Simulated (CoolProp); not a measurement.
The fluid at 525.4 K and 12.6 MPa is throttled through a valve to 6.6 MPa with no heat exchange. The same conditions are run with several fluids, on thermodynamics alone (safety and materials aside).

Computed with CoolProp (reference Helmholtz-energy equation of state of each fluid (hydrogen chloride: Thol 2018; propane: Lemmon 2009; hydrogen sulfide: Lemmon 2006; carbon dioxide: Span 1996; methanol: de Reuck 1993)).

| fluid | temperature change (K) | final phase | final density (kg/m³) |
|---|---|---|---|
| hydrogen chloride | -26.1 | gas | 62.3 |
| propane | -19.4 | supercritical | 84.2 |
| hydrogen sulfide | -29.6 | gas | 60.4 |
| carbon dioxide | -14.9 | gas | 71.3 |
| methanol | -24.7 | two-phase, vapour fraction 0.298 | 238 |
